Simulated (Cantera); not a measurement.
An isothermal, constant-pressure homogeneous reactor starts with C3H8 : H2 : H2O = 1 : 46 : 0.77 (molar parts), at 1048 K and 4.50 Torr.

Detailed kinetics in Cantera: GRI-Mech 3.0 (53 species, 325 reactions). GRI-Mech 3.0 was tuned for natural gas; its chemistry of propane as a main component is partial and can be far from experiment. GRI-Mech 3.0 stops at C3 and has no aromatics, soot or wall deposition, so with more carbon than oxygen in the feed, carbon stays in small species such as C2H2 where larger ones or solid carbon would form. Radical loss at walls, strong at low pressure, is not modelled.

x: mole fraction; the columns are a selection and need not sum to one.

| t (s) | x C3H8 | x H2 | x C2H6 | x H | x CH4 |
|---|---|---|---|---|---|
| 4.00e-6 | 0.0209 | 0.963 | <1e-12 | 3.84e-12 | 2.27e-12 |
| 1.20e-5 | 0.0209 | 0.963 | 5.34e-12 | 3.43e-11 | 2.04e-11 |
| 3.62e-5 | 0.0209 | 0.963 | 4.80e-11 | 2.99e-10 | 1.83e-10 |
| 0.000109 | 0.0209 | 0.963 | 4.27e-10 | 2.45e-9 | 1.63e-9 |
| 0.000328 | 0.0209 | 0.963 | 3.67e-9 | 1.69e-8 | 1.42e-8 |
| 0.000988 | 0.0209 | 0.963 | 2.86e-8 | 8.46e-8 | 1.28e-7 |
| 0.00297 | 0.0209 | 0.963 | 1.76e-7 | 3.18e-7 | 1.35e-6 |
| 0.00894 | 0.0209 | 0.963 | 7.49e-7 | 1.05e-6 | 1.48e-5 |
| 0.0269 | 0.0208 | 0.963 | … | … | … |
| 0.0810 | 0.0196 | 0.962 | 9.05e-6 | 9.00e-6 | 0.00127 |
| 0.244 | 0.0132 | 0.956 | 3.85e-5 | 1.76e-5 | 0.00748 |
| 0.734 | 0.00254 | 0.946 | 7.48e-5 | 1.93e-5 | 0.0181 |
| 2.21 | 0.000157 | 0.943 | 9.45e-5 | 6.54e-6 | 0.0207 |
| 6.65 | 1.19e-5 | 0.943 | 0.000113 | 2.09e-6 | 0.0210 |
| 20.0 | … | 0.943 | … | … | 0.0210 |

Task: Fill in the missing entries.

Result: 
- 0.0269, x C2H6: 2.53e-6
- 0.0269, x H: 3.23e-6
- 0.0269, x CH4: 0.000146
- 20.0, x C3H8: 4.81e-7
- 20.0, x C2H6: 0.000123
- 20.0, x H: 1.15e-6
